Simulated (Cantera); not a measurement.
# Pyrogenic steam for wet oxidation

An isothermal, constant-pressure homogeneous reactor starts with 11.4 % H₂, 14.3 % O₂, 74.3 % N₂, equivalence ratio 0.40, at 1223 K and 0.326 atm.

Detailed kinetics in Cantera: the H2/O2 subset of GRI-Mech 3.0, which has no nitrogen chemistry. The temperature is held fixed by assumption; the heat of reaction is taken as removed at once.

```json
[
 {"t (s)": "6.00e-6", "x H₂": "0.114", "x O₂": "0.143", "x OH": "4.18e-10", "x O": "6.34e-10", "x H₂O": "8.64e-10", "x HO₂": "3.47e-9"},
 {"t (s)": "1.91e-5", "x H₂": "0.114", "x O₂": "0.143", "x OH": "3.65e-9", "x O": "6.21e-9", "x H₂O": "2.04e-8", "x HO₂": "1.18e-8"},
 {"t (s)": "6.05e-5", "x H₂": "0.114", "x O₂": "0.143", "x OH": "3.59e-7", "x O": "6.21e-7", "x H₂O": "2.98e-6", "x HO₂": "1.60e-7"},
 {"t (s)": "0.000192", "x H₂": "0.0166", "x O₂": "0.0965", "x OH": "0.00453", "x O": "0.0136", "x H₂O": "0.0786", "x HO₂": "2.25e-5"},
 {"t (s)": "0.000610", "x H₂": "0.00177", "x O₂": "0.0906", "x OH": "0.00149", "x O": "0.00181", "x H₂O": "0.117", "x HO₂": "1.98e-5"},
 {"t (s)": "0.00194", "x H₂": "0.000126", "x O₂": "0.0908", "x OH": "0.000342", "x O": "0.000112", "x H₂O": "0.121", "x HO₂": "5.65e-6"},
 {"t (s)": "0.00615", "x H₂": "1.12e-5", "x O₂": "0.0909", "x OH": "0.000112", "x O": "1.16e-5", "x H₂O": "0.121", "x HO₂": "8.48e-7"},
 {"t (s)": "0.0195", "x H₂": "1.55e-6", "x O₂": "0.0909", "x OH": "4.73e-5", "x O": "2.04e-6", "x H₂O": "0.121", "x HO₂": "1.58e-7"},
 {"t (s)": "0.0620", "x H₂": "3.25e-7", "x O₂": "0.0909", "x OH": "2.31e-5", "x O": "4.86e-7", "x H₂O": "0.121", "x HO₂": "3.91e-8"},
 {"t (s)": "0.197", "x H₂": "8.65e-8", "x O₂": "0.0909", "x OH": "1.22e-5", "x O": "1.37e-7", "x H₂O": "0.121", "x HO₂": "1.30e-8"},
 {"t (s)": "0.625", "x H₂": "2.83e-8", "x O₂": "0.0909", "x OH": "6.99e-6", "x O": "4.50e-8", "x H₂O": "0.121", "x HO₂": "7.76e-9"},
 {"t (s)": "1.98", "x H₂": "1.53e-8", "x O₂": "0.0909", "x OH": "5.01e-6", "x O": "2.31e-8", "x H₂O": "0.121", "x HO₂": "7.60e-9"},
 {"t (s)": "6.30", "x H₂": "1.43e-8", "x O₂": "0.0909", "x OH": "4.81e-6", "x O": "2.13e-8", "x H₂O": "0.121", "x HO₂": "7.68e-9"},
 {"t (s)": "20.0", "x H₂": "1.43e-8", "x O₂": "0.0909", "x OH": "4.81e-6", "x O": "2.13e-8", "x H₂O": "0.121", "x HO₂": "7.68e-9"}
]
```
x: mole fraction; the columns are a selection and need not sum to one.

Equilibrium at this temperature and pressure: H₂ 1.43e-8, O₂ 0.0909, OH 4.81e-6, O 2.13e-8, H₂O 0.121, HO₂ 7.68e-9 (gas phase only).
